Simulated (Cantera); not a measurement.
What does this Cantera script print?

```python
import numpy as np
import cantera as ct

gas = ct.Solution("gri30.yaml")
gas.TPX = 700, 101325, {'CH4': 1, 'C2H6': 0.34, 'O2': 2.45, 'N2': 9.23}
flame = ct.FreeFlame(gas, width=0.04)
flame.set_refine_criteria(ratio=3, slope=0.08, curve=0.16)
flame.transport_model = "mixture-averaged"
flame.solve(loglevel=0, auto=True)
z, T = flame.grid, flame.T
thick = (T[-1] - T[0]) / np.gradient(T, z).max()
show = ['CH4', 'C2H6', 'O2', 'C2H4', 'H2', 'HO2']
print(f"laminar burning velocity  {flame.velocity[0] * 100:.3f} cm/s")
print(f"burnt temperature         {T[-1]:.1f} K")
print(f"thermal thickness         {thick * 1e3:.4f} mm")
print(f"grid points               {len(z)}")
z0 = z[flame.heat_release_rate.argmax()]
print(f"{'z/mm':>9s}{'T/K':>9s}{'u/(m/s)':>9s}" + "".join(f"{s:>11s}" for s in show))
rows = []
for k in (-3, -2, -1.5, -1, -0.5, -0.25, 0, 0.25, 0.5, 1, 2, 4, 8):
    zz = z0 + k * thick
    rows.append([k * thick, np.interp(zz, z, T), np.interp(zz, z, flame.velocity),
                 *(np.interp(zz, z, flame.X[gas.species_index(s)]) for s in show)])
    print(f"{rows[-1][0] * 1e3:9.3f}{rows[-1][1]:9.1f}{rows[-1][2]:9.3f}" + "".join(f"{x:11.3e}" for x in rows[-1][3:]))
```

Output:

```
laminar burning velocity  153.984 cm/s
burnt temperature         2344.4 K
thermal thickness         0.3110 mm
grid points               146
     z/mm      T/K  u/(m/s)        CH4       C2H6         O2       C2H4         H2        HO2
   -0.933    700.2    1.544  7.661e-02  2.606e-02  1.877e-01  2.808e-07  2.283e-03  2.356e-07
   -0.622    702.5    1.555  7.612e-02  2.595e-02  1.868e-01  5.700e-06  6.455e-03  3.351e-06
   -0.467    712.7    1.586  7.517e-02  2.575e-02  1.851e-01  4.067e-05  1.152e-02  1.789e-05
   -0.311    782.7    1.762  7.109e-02  2.476e-02  1.780e-01  4.032e-04  2.115e-02  9.973e-05
   -0.156   1180.3    2.730  5.159e-02  1.656e-02  1.400e-01  2.965e-03  3.689e-02  2.024e-04
   -0.078   1570.9    3.710  3.046e-02  6.050e-03  9.630e-02  4.248e-03  4.499e-02  2.025e-04
    0.000   1926.5    4.621  9.461e-03  3.691e-04  4.902e-02  1.722e-03  4.787e-02  8.306e-05
    0.078   2105.8    5.070  1.361e-03  3.290e-06  2.033e-02  1.509e-04  4.441e-02  1.358e-05
    0.156   2159.9    5.192  1.275e-04  2.371e-08  8.795e-03  4.884e-06  4.109e-02  2.933e-06
    0.311   2187.0    5.236  1.055e-06  2.399e-12  3.401e-03  2.526e-09  4.014e-02  1.172e-06
    0.622   2211.6    5.278  7.124e-10  3.464e-18  2.268e-03  3.424e-13  4.085e-02  8.522e-07
    1.244   2243.1    5.341  6.409e-14  6.210e-23  1.676e-03  2.147e-17  4.077e-02  6.404e-07
    2.488   2279.4    5.415  3.343e-14  5.311e-27  1.069e-03  8.428e-22  4.041e-02  4.166e-07
```

Model: GRI-Mech 3.0 (53 species, 325 reactions), integrated in Cantera. Burning velocities carry a grid error of a few per cent, more on coarse grids.
